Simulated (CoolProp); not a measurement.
Aqueous ammonia as a coolant, 18 % by mass, freezing at -30.6 °C, 1 atm.

Computed with CoolProp (Melinder's fits for secondary coolants).

```
T (°C)  cp (kJ/(kg K))  viscosity (mPa s)  Prandtl number  density (kg/m³)
------  --------------  -----------------  --------------  ---------------
-5.2        (withheld)               2.63            25.1            939.2
-2.2             4.232               2.38            22.4            938.2
0.8              4.227               2.16            20.1       (withheld)
3.8              4.223               1.97            18.1            936.1
6.9              4.220         (withheld)            16.3       (withheld)
9.9              4.216         (withheld)            14.8            933.7
12.9             4.213               1.52            13.5       (withheld)
15.9             4.210               1.40            12.3       (withheld)
19               4.207               1.29            11.2            929.9
22               4.205               1.19      (withheld)            928.5
25               4.203               1.10            9.28            927.1
```

Task: Some entries are withheld; supply them.

Result: 
- -5.2, cp (kJ/(kg K)): 4.236
- 0.8, density (kg/m³): 937.2
- 6.9, viscosity (mPa s): 1.80
- 6.9, density (kg/m³): 934.9
- 9.9, viscosity (mPa s): 1.65
- 12.9, density (kg/m³): 932.5
- 15.9, density (kg/m³): 931.2
- 22, Prandtl number: 10.2
